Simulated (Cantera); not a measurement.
Input: 1 mol AlN, 0.14 mol H2, equilibrated at 9900 Pa.

These are equilibrium values from Cantera (NASA tables, ideal gas, pure condensed phases), not measurements of a reactor. Candidate condensed phases: Al, AlN; 13 gas species. Equilibrium is a limit: real reactors are often held back by kinetics, nucleation or transport.

Problem. Which condensed phases are stable at each of these points (T (°C)): 1902, 1952, 2002, 2052, 2102, 2152, 2202?

Solution. 
| T (°C) | condensed phases | Al condensed (%) |
|---|---|---|
| 1902 | AlN(s) | 98.8 |
| 1952 | AlN(s) | 97.8 |
| 2002 | AlN(s) | 95.7 |
| 2052 | AlN(s) | 90.6 |
| 2102 | AlN(s) | 66.8 |
| 2152 | gas only | 0.0 |
| 2202 | gas only | 0.0 |

From 1902 °C to 2102 °C the condensed part is AlN(s). From 2152 °C to 2202 °C nothing is condensed.
